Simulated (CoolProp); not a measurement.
Vapour-liquid equilibrium of R143a (1) + propane (2) at -33.45 °C; x and y are mole fractions of (1).

Computed with CoolProp (multi-fluid Helmholtz-energy mixture model, Lemmon and Jacobsen 2000 and Lemmon 2009; pair parameters Bell 2016).

| x | bubble pressure (MPa) | y at the bubble point | dew pressure at overall composition x (MPa) | liquid density (mol/L) |
|---|---|---|---|---|
| 0.05 | 0.1749 | 0.194 | ? | ? |
| 0.2 | 0.2185 | 0.415 | ? | 12.83 |
| 0.35 | 0.2333 | 0.495 | 0.2047 | 12.80 |
| 0.5 | 0.2383 | 0.546 | 0.2340 | 12.84 |
| 0.65 | 0.2380 | 0.602 | 0.2343 | ? |
| 0.8 | ? | 0.693 | 0.2146 | 13.10 |
| 0.95 | 0.2026 | 0.884 | 0.1933 | 13.33 |

Some entries are withheld; supply them.


- 0.05, dew pressure at overall composition x (MPa): 0.1528
- 0.05, liquid density (mol/L): 12.91
- 0.2, dew pressure at overall composition x (MPa): 0.1759
- 0.65, liquid density (mol/L): 12.94
- 0.8, bubble pressure (MPa): 0.2293

y crosses x between x = 0.5 and 0.65: the model has an azeotrope there.

Pair parameters are fitted to limited data, so mixtures are less certain than the pure fluids.
